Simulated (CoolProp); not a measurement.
Vapour-liquid equilibrium of dimethyl ether (1) + isobutane (2) at 360.8 K; x and y are mole fractions of (1).

Model: multi-fluid Helmholtz-energy mixture model, Wu 2011 and Bücker 2006; pair parameters Bell 2016, in CoolProp.

```csv
x,"bubble pressure, mixture model (MPa)","bubble pressure, Raoult's law (MPa)","y, mixture model","y, Raoult's law"
0.05,1.657,1.619,0.083,0.080
0.2,1.898,1.774,0.284,0.293
0.35,2.101,1.929,0.441,0.472
0.5,2.270,2.083,0.576,0.624
0.65,2.408,2.238,0.701,0.755
0.8,2.514,2.392,0.824,0.869
0.95,2.584,2.547,0.954,0.969
```

The largest gap from Raoult's law is +9.0 % in bubble pressure, at x = 0.5. No azeotrope shows between x = 0.05 and 0.95.

The pair parameters rest on a limited set of measurements; away from them the model extrapolates.
